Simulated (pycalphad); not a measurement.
All values are pycalphad results on the COST 507 light-alloy database (1999) (1 atm), not direct measurements. No gas phase is included, though pure Mg would boil below 1650 K. The database dates from 1999; later assessments differ in places, in temperatures and in the compounds included. Diffusion is slow at the low end, where real alloys seldom reach equilibrium.

### Question
How does the equilibrium phase assembly of Al-1.25Si-5.31Mg (at.%) change on cooling from 1650 K to 350 K?

### Answer
| T (K) | phases above | phases below |
|---|---|---|
| 902.8 | liquid | fcc + liquid |
| 866.9 | fcc + liquid | fcc + liquid + MG2SI |
| 865.3 | fcc + liquid + MG2SI | fcc + MG2SI |
| 442.2 | fcc + MG2SI | ALMG_BETA + fcc + MG2SI |
Changes were sought between steps of 50 K, so a narrower field can be missed.

Database names, with the compositions (at.%) that they take in these runs: MG2SI: Mg 67 Si 33; ALMG_BETA: Al 61 Mg 39.
